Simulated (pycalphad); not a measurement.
Phase fractions of Si-11.55Sn (at.%)

Computed with pycalphad from the COST 507 light-alloy database (1999), at 1 atm. The data set is of 1999 and partly superseded. Amounts are mole fractions of atoms.

```json
[
 {"T (K)": "1690", "liquid": "1.000", "diamond (Si)": "-"},
 {"T (K)": "1610", "liquid": "0.221", "diamond (Si)": "0.779"},
 {"T (K)": "1530", "liquid": "0.147", "diamond (Si)": "0.853"},
 {"T (K)": "1450", "liquid": "0.130", "diamond (Si)": "0.870"},
 {"T (K)": "1370", "liquid": "0.123", "diamond (Si)": "0.877"},
 {"T (K)": "1290", "liquid": "0.120", "diamond (Si)": "0.880"},
 {"T (K)": "1210", "liquid": "0.118", "diamond (Si)": "0.882"},
 {"T (K)": "1130", "liquid": "0.117", "diamond (Si)": "0.883"},
 {"T (K)": "1050", "liquid": "0.116", "diamond (Si)": "0.884"},
 {"T (K)": "970", "liquid": "0.116", "diamond (Si)": "0.884"},
 {"T (K)": "890", "liquid": "0.116", "diamond (Si)": "0.884"},
 {"T (K)": "810", "liquid": "0.116", "diamond (Si)": "0.884"},
 {"T (K)": "730", "liquid": "0.116", "diamond (Si)": "0.884"},
 {"T (K)": "650", "liquid": "0.116", "diamond (Si)": "0.884"},
 {"T (K)": "570", "liquid": "0.116", "diamond (Si)": "0.884"}
]
```
